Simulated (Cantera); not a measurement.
Charge: 1 mol PH3, 1.2 mol H2, 2.4 mol O2, at 1425 °C and 23.0 Pa.

These are equilibrium values from Cantera (NASA tables, ideal gas, pure condensed phases), not measurements of a reactor. Candidate condensed phases: H2O, P, P4O10; 17 gas species. Gases not in the tables: HPO2, HPO3 and P4O6. Equilibrium is a limit: real reactors are often held back by kinetics, nucleation or transport.

Question: What is the equilibrium state?

Answer: 
| Property | Result |
|---|---|
| x(H2O) | 0.706 |
| x(PO2) | 0.264 |
| x(O2) | 0.0165 |
| x(H2) | 0.00715 |
| x(OH) | 0.00410 |
| x(PO) | 0.00133 |
| x(H) | 0.000807 |
| x(O) | 0.000371 |
| gas amount | 3.773 mol |
| log10 activity of P(l) (absent) | -8.37 |
